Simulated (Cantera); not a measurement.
An adiabatic, constant-pressure homogeneous reactor starts with CH₄ : O₂ : N₂ = 1 : 1.67 : 6.27 (molar parts), at 1600 K and 0.420 bar.

Model: GRI-Mech 3.0 (53 species, 325 reactions), integrated in Cantera.

One state of this run: T (K) = 2725; x CH₄ = <1e-12; x O₂ = 0.0103; x C₂H = <1e-12; x HO₂ = 2.51e-6; x C₂H₆ = <1e-12; x H = 0.0187; x N₂O = 2.18e-7. x: mole fraction; the columns are a selection and need not sum to one.

Question: Which value of t (s) does it belong to?
A. 2.47e-5
B. 8.00e-6
C. 1.94
D. 7.63e-5

Answer: C, 1.94
